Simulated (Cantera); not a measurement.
An isothermal, constant-pressure homogeneous reactor starts with 0.725 % H2, 99.3 % O2, at 1473 K and 10.00 Torr.

Cantera simulation using GRI-Mech 3.0 (53 species, 325 reactions); the numbers are that mechanism's predictions, not measurements. Radical loss at walls, strong at low pressure, is not modelled.

x: mole fraction; the columns are a selection and need not sum to one.

```csv
t (s),x H2,x O2,x H2O,x H,x OH,x O
1.00e-5,0.00725,0.993,1.28e-11,3.26e-9,1.14e-9,1.14e-9
4.61e-5,0.00725,0.993,8.06e-10,7.12e-9,1.38e-8,1.39e-8
0.000213,0.00725,0.993,?,1.38e-8,1.06e-7,1.11e-7
0.000980,0.00724,0.993,?,1.34e-7,1.82e-6,2.03e-6
0.00452,0.00143,0.987,?,0.000204,0.00204,0.00448
0.0208,1.99e-5,0.986,0.00661,0.000129,0.00111,0.00632
0.0960,1.83e-5,0.986,0.00664,0.000112,0.00107,0.00577
0.443,1.28e-5,0.988,0.00677,6.48e-5,0.000892,0.00398
2.04,4.14e-6,0.991,0.00700,1.15e-5,0.000509,0.00125
9.41,5.14e-7,0.992,0.00718,4.93e-7,0.000179,0.000151
43.4,9.08e-8,0.993,0.00724,3.64e-8,7.54e-5,2.65e-5
200,8.30e-8,0.993,0.00724,3.18e-8,7.21e-5,2.42e-5
```

Problem. Some entries are withheld; supply them.

Solution. 
- 0.000213, x H2O: 3.09e-8
- 0.000980, x H2O: 1.73e-6
- 0.00452, x H2O: 0.00470
